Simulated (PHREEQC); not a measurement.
Consider water at 25 °C with 0.19 mol/kgw HF, 0.0035 mol/kgw NaF and 0.00051 mol/kgw HCl. Closed to the air; pH follows from the charge balance.

Computed with PHREEQC (ion-association model, phreeqc.dat).

Precipitation was switched off in this run.

Q: Estimate the pH, ionic strength.

A: pH 1.90; ionic strength 0.0176 mol/kgw.

Q: In which forms is F present?

A: HF 88 %, HF2- 7.0 %, F- 5.3 % of the F.

Complexes and solids missing from the database can't appear.
